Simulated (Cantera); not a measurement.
A closed system holds: 1 mol MgO, 1.4 mol CH4, 14 mol H2, equilibrated at 1.00 Torr.

Method: chemical equilibrium by Gibbs-energy minimisation in Cantera with the NASA 1993 tables (ideal gas, pure condensed phases). Candidate condensed phases: C, C6H6, C7H8, C8H18, H2O, Mg, MgCO3, MgO, Mg(OH)2; 116 gas species. The tables' values for MgH are old estimates; treat these amounts as uncertain. Rates play no part. All values below are at 2573 K.

Base state: H 0.561, H2 0.356, CO 0.0382, Mg 0.0382, C2H2 (acetylene) 0.00502, C3 0.00107, C2H 0.000661, C 0.000326 (mole fractions); condensed: gas only.

Question: What changes in the equilibrium state with this change: MgO replaced by Ta2O5?

Answer: 
| species | before | after |
|---|---|---|
| H | 0.561 | 0.542 |
| H2 | 0.356 | 0.332 |
| TaO2 | 0 | 0.0536 |
| Mg | 0.0382 | 0 |
| TaO | 0 | 0.0185 |
| CO | 0.0382 | 0.0504 |
| C2H2 (acetylene) | 0.00502 | <1e-9 |
| H2O | <1e-9 | 0.00229 |
| C3 | 0.00107 | <1e-9 |
| O | <1e-9 | 0.000892 |
| OH | <1e-9 | 0.000841 |
Further candidate phases: Ta, TaC, Ta2O5.
